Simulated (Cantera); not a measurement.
Input: 1 mol LiOH, 0.016 mol H2, held at 973 K.

Equilibrium computed with Cantera from the NASA thermochemical tables; the gas is ideal and each condensed phase is pure. Candidate condensed phases: H2O, Li, LiH, LiOH, Li2O; 17 gas species. Rates play no part.

Task: Which condensed phases are stable at each of these points (P (Pa)): 10, 42, 180, 750, 3200, 13000, 56000, 240000, 1000000?

Result: 
```json
[
 {"P (Pa)": "10", "condensed phases": "Li2O(s)", "Li condensed (%)": "99.9"},
 {"P (Pa)": "42", "condensed phases": "Li2O(s)", "Li condensed (%)": "100.0"},
 {"P (Pa)": "180", "condensed phases": "Li2O(s)", "Li condensed (%)": "100.0"},
 {"P (Pa)": "750", "condensed phases": "Li2O(s)", "Li condensed (%)": "100.0"},
 {"P (Pa)": "3200", "condensed phases": "Li2O(s)", "Li condensed (%)": "100.0"},
 {"P (Pa)": "13000", "condensed phases": "Li2O(s)", "Li condensed (%)": "100.0"},
 {"P (Pa)": "56000", "condensed phases": "LiOH(l) + Li2O(s)", "Li condensed (%)": "100.0"},
 {"P (Pa)": "240000", "condensed phases": "LiOH(l) + Li2O(s)", "Li condensed (%)": "100.0"},
 {"P (Pa)": "1000000", "condensed phases": "LiOH(l) + Li2O(s)", "Li condensed (%)": "100.0"}
]
```

From 0.0750 Torr to 97.5 Torr the condensed part is Li2O(s). From 420 Torr to 7500 Torr the condensed part is LiOH(l) + Li2O(s).
